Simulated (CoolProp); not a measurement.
Ethylene along the isobar 31.5 bar: density (kg/m³) from the reference equation and from simpler models built on Tc = 9.2 °C, pc = 50.42 bar, ω = 0.087; each cubic takes its own stable root.

The numbers come from the reference Helmholtz-energy equation of state, Smukala 2000 in CoolProp.

```csv
T (°C),phase,reference,Redlich-Kwong,Soave-Redlich-Kwong,Peng-Robinson
-27.65,liquid,438.6,394.8,400.4,453.0
-9.05,gas,63.03,61.59,62.12,64.40
9.55,gas,…,50.46,50.46,51.97
28.15,gas,43.89,44.04,43.88,45.02
46.75,gas,39.35,39.55,…,40.23
65.35,gas,35.92,36.12,…,36.62
83.95,gas,33.19,…,33.11,33.75
102.55,gas,30.94,31.12,30.84,31.39
121.05,gas,29.03,29.20,28.93,29.41
139.65,gas,27.38,27.54,…,…
158.25,gas,25.94,26.08,25.82,26.20
176.85,gas,24.66,…,24.54,24.88
```

What belongs in the gaps?


- 9.55, reference: 50.53
- 46.75, Soave-Redlich-Kwong: 39.32
- 65.35, Soave-Redlich-Kwong: 35.87
- 83.95, Redlich-Kwong: 33.38
- 139.65, Soave-Redlich-Kwong: 27.27
- 139.65, Peng-Robinson: 27.69
- 176.85, Redlich-Kwong: 24.80
